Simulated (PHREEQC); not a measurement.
Solution (25 °C): 0.05 mol HF, 0.15 mol CsF and 0.079 mol H2SO4 per kg of water. Closed to the air; pH follows from the charge balance.

Equilibrium calculation in PHREEQC: ion-association model, wateq4f.dat.

Each row changes one thing in this solution. Precipitation was switched off in this run.

| case | pH | ionic strength (mol/kgw) | HF (mol/kgw) | SO4-2 (mol/kgw) | H2F2 (mol/kgw) | HSO4- (mol/kgw) |
|---|---|---|---|---|---|---|
| as made | 2.10 | 0.221 | 0.109 | 0.0609 | 0.0325 | 0.0181 |
| CsF from 0.15 to 0.75 mol/kgw | 3.77 | 0.829 | 0.0587 | 0.0786 | 0.0109 | 0.000345 |
| CsF from 0.15 to 0.3 mol/kgw | … | 0.378 | 0.102 | 0.0763 | … | 0.00273 |
| HF from 0.05 to 0.5 mol/kgw | 1.86 | 0.219 | 0.251 | 0.0518 | 0.172 | 0.0272 |
| HF left out | 2.16 | 0.221 | 0.0870 | 0.0626 | 0.0207 | … |
| H2SO4 from 0.079 to 0.0869 mol/kgw | 1.97 | 0.225 | 0.112 | … | 0.0343 | 0.0252 |
| temperature from 25 to 10 °C | 2.06 | 0.224 | 0.0944 | … | 0.0412 | 0.0157 |
| diluted 10-fold with water | 2.51 | 0.0251 | 0.0147 | 0.00663 | 0.000566 | 0.00127 |

Problem. Fill in the missing entries.

Solution. 
- CsF from 0.15 to 0.3 mol/kgw, pH: 2.96
- CsF from 0.15 to 0.3 mol/kgw, H2F2 (mol/kgw): 0.0293
- HF left out, HSO4- (mol/kgw): 0.0164
- H2SO4 from 0.079 to 0.0869 mol/kgw, SO4-2 (mol/kgw): 0.0617
- temperature from 25 to 10 °C, SO4-2 (mol/kgw): 0.0633

The ionic strength passes 0.7 mol/kgw, the rough limit of the ion-association models, in CsF from 0.15 to 0.75 mol/kgw. Species that the database lacks are ignored. wateq4f.dat counts part of the HF as a dimer, H2F2, which phreeqc.dat doesn't know; its constant is uncertain. Away from 25 °C the constants follow the database's enthalpies or fits; those with neither stay at their 25 °C values.
